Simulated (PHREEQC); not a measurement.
A solution holds 0.011 mol FeCl2, 8.6e-05 mol NaF and 0.00029 mol NaCl per kg of water, at 55 °C. Closed to the air; pH follows from the charge balance.

The numbers come from PHREEQC with the ion-association model, phreeqc.dat.

Task: The ionic strength comes out as 0.0330 mol/kgw. What activity coefficients do FeF+, Fe+2, FeCl+, F-, H+ get?

Result: FeF+ 0.84, Fe+2 0.52, FeCl+ 0.84, F- 0.83, H+ 0.86.

This is a speciation only: nothing precipitates in the calculation. At this temperature some constants are extrapolated from 25 °C, and those without enthalpy data are left unchanged. Fluoro complexes past AlF4- and FeF3 are missing from the database.
